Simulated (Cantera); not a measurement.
Cantera run, input and output.

```python
import numpy as np
import cantera as ct

gas = ct.Solution("gri30.yaml")
gas.TPX = 1375, 630000, {'CH4': 1, 'CO2': 3.1, 'H2': 0.31}
reactor = ct.IdealGasConstPressureReactor(gas, energy="off", clone=False)
net = ct.ReactorNet([reactor])
net.rtol, net.atol = 1e-08, 1e-18
show = ['CH4', 'CO2', 'H2', 'CH2', 'H2O2', 'HO2']
times = np.geomspace(0.0003, 2, 9)

steps = ct.SolutionArray(gas, extra=["t"])
rows = []
print(f"{'t/s':>10s}{'T/K':>9s}{'P/Pa':>11s}" + "".join(f"{s:>11s}" for s in show))
for t in times:
    while net.time < t:
        t_next = net.step()
        steps.append(gas.state, t=t_next)
    rows.append([np.interp(t, steps.t, y) for y in (steps.T, steps.P, *steps(*show).X.T)])
    print(f"{t:10.3e}{rows[-1][0]:9.1f}{rows[-1][1]:11.4g}" + "".join(f"{x:11.3e}" for x in rows[-1][2:]))
rate = np.gradient(steps.T, steps.t)
print("integrator steps:", len(steps.t))
if steps.T.max() > steps.T[0] + 200:
    print(f"time of steepest temperature rise: {steps.t[rate.argmax()]:.4e} s")
gas.TPX = 1375, 630000, {'CH4': 1, 'CO2': 3.1, 'H2': 0.31}
gas.equilibrate("TP")
print(f"equilibrium (TP): T = {gas.T:.1f} K  " + "  ".join(f"{s} {gas[s].X[0]:.3e}" for s in show))
```

Output:

```
       t/s      T/K       P/Pa        CH4        CO2         H2        CH2       H2O2        HO2
 3.000e-04   1375.0    6.3e+05  2.267e-01  7.029e-01  7.029e-02  6.098e-12  5.287e-17  5.546e-17
 9.018e-04   1375.0    6.3e+05  2.267e-01  7.029e-01  7.027e-02  7.235e-12  6.208e-17  5.976e-17
 2.711e-03   1375.0    6.3e+05  2.266e-01  7.028e-01  7.020e-02  8.552e-12  7.266e-17  6.381e-17
 8.149e-03   1375.0    6.3e+05  2.264e-01  7.024e-01  6.998e-02  1.148e-11  9.689e-17  7.160e-17
 2.449e-02   1375.0    6.3e+05  2.257e-01  7.009e-01  6.928e-02  1.476e-11  1.295e-16  7.975e-17
 7.363e-02   1375.0    6.3e+05  2.234e-01  6.960e-01  6.735e-02  1.595e-11  1.633e-16  8.520e-17
 2.213e-01   1375.0    6.3e+05  2.166e-01  6.811e-01  6.277e-02  1.832e-11  2.690e-16  9.324e-17
 6.653e-01   1375.0    6.3e+05  1.970e-01  6.401e-01  5.348e-02  2.911e-11  7.405e-16  1.051e-16
 2.000e+00   1375.0    6.3e+05  1.481e-01  5.485e-01  4.355e-02  8.097e-11  3.237e-15  1.190e-16
integrator steps: 710
equilibrium (TP): T = 1375.0 K  CH4 2.286e-05  CO2 1.720e-01  H2 2.047e-01  CH2 2.917e-15  H2O2 3.442e-15  HO2 1.332e-17
```

Model: GRI-Mech 3.0 (53 species, 325 reactions), integrated in Cantera.
